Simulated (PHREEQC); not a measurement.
Solution (40 °C): 6.4 mmol/kgw CuSO4 and 0.97 mmol/kgw KCl. Closed to the air; pH follows from the charge balance.

Equilibrium calculation in PHREEQC: ion-association model, wateq4f.dat.

No solid was allowed to form.

Task: Order these Cu species by the share of Cu that they hold, largest first: Cu+2, Cu2(OH)2+2, CuSO4, CuCl+.

Result: Cu+2 (73 %), CuSO4 (26 %), Cu2(OH)2+2 (0.33 %), CuCl+ (0.22 %)

The pH is 4.82 and the ionic strength 0.0198 mol/kgw. At this temperature some constants are extrapolated from 25 °C, and those without enthalpy data are left unchanged.
